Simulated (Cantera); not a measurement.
A Cantera script and what it prints.

```python
import numpy as np
import cantera as ct

gas_names = """
    B BH BH2 BH3 B2 H H2
""".split()
cond_names = """
    B(b) B(L)
""".split()


def load(file, names, dense=False):
    # The tables refer to 1 bar. Condensed volumes are neglected.
    table = {s.name: s for s in ct.Species.list_from_file(file)}
    out = []
    for n in names:
        d = dict(table[n].input_data)
        d["thermo"] = dict(d["thermo"], **{"reference-pressure": 1e5})
        if dense:
            d["equation-of-state"] = {"model": "constant-volume", "density": "1e6 g/cm^3"}
        out.append(ct.Species.from_dict(d))
    return out


gas = ct.Solution(thermo="ideal-gas", species=load("nasa_gas.yaml", gas_names))
cond = {s.name: ct.Solution(thermo="fixed-stoichiometry", species=[s], name=s.name)
        for s in load("nasa_condensed.yaml", cond_names, dense=True)}
atoms = {
    'B2H6': {'B': 2, 'H': 6},
    'H2': {'H': 2},
}
top_T = {}  # K; cautious upper limits of use, not melting points


def equilibrate(T, P, feed):
    n = {}
    for name, mol in feed.items():
        for a, k in atoms[name].items():
            n[a] = n.get(a, 0.0) + k * mol
    gas.TPX = T, P, n
    mass = sum(n.values()) * gas.mean_molecular_weight
    gas.equilibrate("TP")
    valid = [c for c in cond.values() if c.min_temp <= T <= top_T.get(c.name, c.max_temp)]
    mix = ct.Mixture([(gas, mass / gas.mean_molecular_weight)] + [(c, 0.0) for c in valid])
    mix.T, mix.P = T, P
    mix.equilibrate("TP", solver="vcs", rtol=1e-11, max_steps=5000)
    return mix


results = []
feed = {'B2H6': 1, 'H2': 41}  # mol
P = 10000  # Pa
for T in [1875, 1900, 1925, 1950, 1975, 2000, 2025, 2050, 2075, 2100, 2125, 2150, 2175, 2200]:
    mix = equilibrate(T, P, feed)
    results.append((T, P, feed, dict(zip(mix.species_names, mix.species_moles))))
    x = sorted(zip(gas.X, gas.species_names), reverse=True)
    print(f"T = {T:g} K  P = {P:g} Pa  gas = {mix.phase_moles(0):.4g} mol")
    print("   x: " + "  ".join(f"{s} {v:.3e}" for v, s in x if v > 0.0001))
    print("   condensed (mol): " + ("  ".join(f"{mix.phase(i).name} {mix.phase_moles(i):.4g}"
          for i in range(1, mix.n_phases) if mix.phase_moles(i) > 1e-12) or "none"))
```

Output:

```
T = 1875 K  P = 10000 Pa  gas = 44.05 mol
   x: H2 9.977e-01  H 2.070e-03  BH2 2.168e-04
   condensed (mol): B(b) 1.99
T = 1900 K  P = 10000 Pa  gas = 44.06 mol
   x: H2 9.972e-01  H 2.506e-03  BH2 2.548e-04
   condensed (mol): B(b) 1.988
T = 1925 K  P = 10000 Pa  gas = 44.07 mol
   x: H2 9.967e-01  H 3.018e-03  BH2 2.980e-04
   condensed (mol): B(b) 1.986
T = 1950 K  P = 10000 Pa  gas = 44.08 mol
   x: H2 9.960e-01  H 3.618e-03  BH2 3.472e-04
   condensed (mol): B(b) 1.984
T = 1975 K  P = 10000 Pa  gas = 44.09 mol
   x: H2 9.953e-01  H 4.317e-03  BH2 4.028e-04
   condensed (mol): B(b) 1.982
T = 2000 K  P = 10000 Pa  gas = 44.11 mol
   x: H2 9.944e-01  H 5.128e-03  BH2 4.654e-04
   condensed (mol): B(b) 1.979
T = 2025 K  P = 10000 Pa  gas = 44.13 mol
   x: H2 9.934e-01  H 6.066e-03  BH2 5.357e-04
   condensed (mol): B(b) 1.976
T = 2050 K  P = 10000 Pa  gas = 44.16 mol
   x: H2 9.922e-01  H 7.146e-03  BH2 6.144e-04
   condensed (mol): B(b) 1.972
T = 2075 K  P = 10000 Pa  gas = 44.19 mol
   x: H2 9.909e-01  H 8.385e-03  BH2 7.021e-04
   condensed (mol): B(b) 1.968
T = 2100 K  P = 10000 Pa  gas = 44.22 mol
   x: H2 9.894e-01  H 9.800e-03  BH2 7.995e-04
   condensed (mol): B(b) 1.964
T = 2125 K  P = 10000 Pa  gas = 44.25 mol
   x: H2 9.877e-01  H 1.141e-02  BH2 9.073e-04
   condensed (mol): B(b) 1.959
T = 2150 K  P = 10000 Pa  gas = 44.29 mol
   x: H2 9.857e-01  H 1.324e-02  BH2 1.026e-03
   condensed (mol): B(b) 1.953
T = 2175 K  P = 10000 Pa  gas = 44.34 mol
   x: H2 9.835e-01  H 1.531e-02  BH2 1.157e-03
   condensed (mol): B(b) 1.947
T = 2200 K  P = 10000 Pa  gas = 44.39 mol
   x: H2 9.810e-01  H 1.764e-02  BH2 1.300e-03
   condensed (mol): B(b) 1.94
```

These are equilibrium values from Cantera (NASA tables, ideal gas, pure condensed phases), not measurements of a reactor. The feed counts by its element totals alone. The tables' values for BH2 are old estimates; treat these amounts as uncertain. Gases not in the tables: B2H6 and higher boranes.
